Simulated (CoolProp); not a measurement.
Computed with CoolProp (reference Helmholtz-energy equation of state, Penoncello 2003).

Give the vapour pressure (MPa), liquid density (kg/m³), vapour Z, liquid viscosity (µPa s) of saturated CHF3 (R23) at 192.6, 262, 281.8 K.


| T (K) | p (MPa) | liquid density (kg/m³) | vapour Z | liquid viscosity (µPa s) |
|---|---|---|---|---|
| 192.6 | 0.110 | 1440 | 0.955 | 298 |
| 262 | 1.82 | 1110 | 0.719 | 111 |
| 281.8 | 3.13 | 960 | 0.580 | 78.5 |

Viscosity comes from a separate model (Shan 2000).
